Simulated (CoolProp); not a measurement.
Nitrogen along the isobar 49.8 bar: fugacity coefficient from the reference equation and from simpler models built on Tc = -147.0 °C, pc = 33.96 bar, ω = 0.037; each cubic takes its own stable root.

Model: reference Helmholtz-energy equation of state, Span 2000, in CoolProp.

```csv
T (°C),phase,reference
-192.25,liquid,0.03690
-171.25,liquid,0.1814
-150.15,liquid,0.4519
-129.15,supercritical,0.6949
-108.05,supercritical,0.8059
-86.95,supercritical,0.8721
-65.95,supercritical,0.9150
-44.85,supercritical,0.9443
-23.75,supercritical,0.9648
-2.75,supercritical,0.9795
18.35,supercritical,0.9902
39.35,supercritical,0.9982
60.45,supercritical,1.004
81.55,supercritical,1.009
102.55,supercritical,1.012
```

How far does each simpler model (van der Waals, Redlich-Kwong, Soave-Redlich-Kwong, Peng-Robinson) lie from the reference over these 15 states: mean and median of the absolute difference, and the worst?


- van der Waals: mean 19.1 %, median 2.5 %, worst +193.8 % at -192.25 °C and 49.8 bar
- Redlich-Kwong: mean 1.6 %, median 0.9 %, worst -10.0 % at -192.25 °C and 49.8 bar
- Soave-Redlich-Kwong: mean 0.6 %, median 0.6 %, worst +1.4 % at -171.25 °C and 49.8 bar
- Peng-Robinson: mean 2.1 %, median 1.9 %, worst -4.5 % at -129.15 °C and 49.8 bar
